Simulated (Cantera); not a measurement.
Feed: 1 mol Si, a varied amount of HCl, 18 mol H2, held at 1248.15 K and 7.60 bar.

Points: n(HCl) (mol) = 0.58, 1.1, 1.7, 2.3, 2.8, 3.4, 4, 4.5, 5.1, 5.6.

Cantera's Mixture.equilibrate('TP', solver="vcs", rtol=1e-11, max_steps=5000) on the NASA tables stopped like this:

```
ERROR: FAILURE its = 5001!

*******************************************************************************
CanteraError thrown by MultiPhase::equilibrate:
VCS solver failed. Return code: -1
*******************************************************************************
```

**Question.** What got this run through?

**Answer.** This is not unique; one that fits is The failure is numerical, not chemical. The same input converged with solver="gibbs", rtol=1e-10, max_steps=50000, and the result passed a check of the equilibrium conditions:
```
log10 of partial pressures in bar; condensed amounts in mol
    n(HCl)        H2       HCL     SiCL4    SiHCL3   SiH2CL2     SiCL3     SiCL2    SiH3CL    Si(cr)
      0.58     0.872    -1.013    -2.041    -1.609    -2.043    -2.699    -2.498    -3.035    0.8812
       1.1     0.867    -0.902    -1.590    -1.273    -1.822    -2.360    -2.273    -2.929    0.7392
       1.7     0.862    -0.837    -1.318    -1.072    -1.692    -2.157    -2.137    -2.869    0.5714
       2.3     0.858    -0.796    -1.144    -0.943    -1.609    -2.026    -2.050    -2.832    0.4023
       2.8     0.854    -0.771    -1.036    -0.864    -1.559    -1.945    -1.996    -2.810    0.2612
       3.4     0.850    -0.747    -0.934    -0.790    -1.512    -1.868    -1.945    -2.791    0.0918
         4     0.845    -0.622    -0.809    -0.794    -1.647    -1.871    -2.075    -3.056         0
       4.5     0.838    -0.450    -0.715    -0.879    -1.910    -1.952    -2.332    -3.498         0
       5.1     0.829    -0.293    -0.654    -0.984    -2.182    -2.053    -2.594    -3.936         0
       5.6     0.821    -0.192    -0.626    -1.066    -2.373    -2.130    -2.777    -4.237         0
```

The gas is ideal and each condensed phase is pure. The tables' values for SiCl3 are old estimates; treat these amounts as uncertain.
